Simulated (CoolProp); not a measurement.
Dodecamethylpentasiloxane (MD3M) along the isotherm 620 K: fugacity coefficient from the reference equation and from simpler models built on Tc = 628.0 K, pc = 9.540 bar, ω = 0.730; each cubic takes its own stable root.

Model: reference Helmholtz-energy equation of state, Thol 2019, in CoolProp.

| p (bar) | phase | reference | van der Waals | Redlich-Kwong | Soave-Redlich-Kwong | Peng-Robinson |
|---|---|---|---|---|---|---|
| 1.1 | gas | 0.9558 | 0.9648 | … | 0.9588 | 0.9546 |
| 2.2 | gas | 0.9123 | … | 0.9196 | … | 0.9101 |
| 3.3 | gas | 0.8693 | 0.8947 | 0.8801 | 0.8781 | 0.8666 |
| 4.4 | gas | … | 0.8596 | 0.8409 | 0.8382 | 0.8237 |
| 5.5 | gas | 0.7844 | 0.8243 | 0.8018 | 0.7984 | 0.7814 |
| 6.6 | gas | 0.7419 | 0.7884 | 0.7626 | 0.7583 | 0.7392 |
| 7.7 | gas | 0.6984 | 0.7515 | … | … | 0.6965 |
| 8.81 | liquid | 0.6441 | 0.7117 | 0.6798 | 0.6670 | 0.6451 |
| 9.91 | liquid | 0.5837 | 0.6580 | 0.6220 | 0.6080 | 0.5865 |
| 11 | liquid | 0.5357 | 0.6107 | 0.5741 | 0.5606 | … |
| 12.1 | liquid | 0.4959 | … | 0.5343 | 0.5212 | 0.5005 |
| 13.2 | liquid | 0.4627 | 0.5383 | 0.5009 | 0.4883 | 0.4679 |
| 14.3 | liquid | 0.4346 | 0.5104 | 0.4725 | 0.4605 | 0.4402 |

Problem. Fill in the missing entries.

Solution. 
- 1.1, Redlich-Kwong: 0.9595
- 2.2, van der Waals: 0.9297
- 2.2, Soave-Redlich-Kwong: 0.9182
- 4.4, reference: 0.8268
- 7.7, Redlich-Kwong: 0.7226
- 7.7, Soave-Redlich-Kwong: 0.7173
- 11, Peng-Robinson: 0.5395
- 12.1, van der Waals: 0.5713
